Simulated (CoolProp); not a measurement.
Sulfur dioxide along the isobar 51.4 bar: fugacity coefficient from the reference equation and from simpler models built on Tc = 430.6 K, pc = 78.87 bar, ω = 0.256; each cubic takes its own stable root.

Values from CoolProp's reference Helmholtz-energy equation of state, Gao 2016.

| T (K) | phase | reference |
|---|---|---|
| 403.5 | liquid | 0.7054 |
| 415.7 | gas | 0.7485 |
| 427.8 | gas | 0.7741 |
| 440 | gas | 0.7961 |
| 452.1 | gas | 0.8151 |
| 464.3 | gas | 0.8320 |
| 476.4 | gas | 0.8469 |
| 488.6 | gas | 0.8603 |
| 500.7 | gas | 0.8723 |
| 512.9 | gas | 0.8831 |
| 525 | gas | 0.8929 |

Question: How far does each simpler model (van der Waals, Redlich-Kwong, Soave-Redlich-Kwong) lie from the reference over these 11 states: mean and median of the absolute difference, and the worst?

Answer: 
- van der Waals: mean 2.5 %, median 1.1 %, worst +9.5 % at 403.5 K and 51.4 bar
- Redlich-Kwong: mean 1.2 %, median 0.9 %, worst +4.6 % at 403.5 K and 51.4 bar
- Soave-Redlich-Kwong: mean 0.6 %, median 0.4 %, worst +2.2 % at 403.5 K and 51.4 bar

At some of these states van der Waals, Redlich-Kwong gives the other phase, because its saturation line lies elsewhere.
